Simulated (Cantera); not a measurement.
Feed: 1 mol TiO2, 0.46 mol HCl, equilibrated at 1723 K and 7.20 bar.

Equilibrium computed with Cantera from the NASA thermochemical tables; the gas is ideal and each condensed phase is pure. Candidate condensed phases: H2O, Ti, TiCl2, TiCl3, TiCl4, TiO, TiO2, Ti2O3, Ti3O5, Ti4O7; 23 gas species. Gases not in the tables: TiO(OH)2. Equilibrium is a limit: real reactors are often held back by kinetics, nucleation or transport.

Base state: HCl 0.962, H2O 0.0236, TiCl4 0.0116, Cl 0.00155, H2 0.00106, Cl2 0.000371, TiCl3 0.000171, TiOCl2 1.23e-5 (mole fractions); condensed: TiO2(rutile).

**Question.** What changes in the equilibrium state with this change: temperature from 1723 K to 1525 K?

**Answer.** 
```json
[
 {"species": "HCl", "before": "0.962", "after": "0.969"},
 {"species": "H2O", "before": "0.0236", "after": "0.0203"},
 {"species": "TiCl4", "before": "0.0116", "after": "0.0101"},
 {"species": "TiOCl2", "before": "1.23e-5", "after": "7.77e-7"},
 {"species": "TiCl3", "before": "0.000171", "after": "2.79e-5"},
 {"species": "Cl", "before": "0.00155", "after": "0.000360"},
 {"species": "H2", "before": "0.00106", "after": "0.000362"},
 {"species": "TiO2(rutile), mol", "before": "0.995", "after": "0.995"}
]
```
